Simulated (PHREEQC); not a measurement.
Dissolve 1.4 mmol/kgw NH4HF2, 31 mmol/kgw (NH4)2SiF6 and 57 mmol/kgw H3PO4 at 25 °C. Closed to the air; pH follows from the charge balance.

Equilibrium calculation in PHREEQC: ion-association model, phreeqc.dat.

No solid was allowed to form.

Question: Estimate the pH, density, ionic strength.

Answer: pH 1.81; density 1.003 g/cm³; ionic strength 0.113 mol/kgw.

Question: In which forms is Si present?

Answer: SiF6-2 98 %, H4SiO4 1.7 % of the Si.

The solution is supersaturated, for example in Quartz (slow to form), Chalcedony (slow to form), so a real one may precipitate; this is no full list. SiF6-2 is the database's only silicon fluoride.
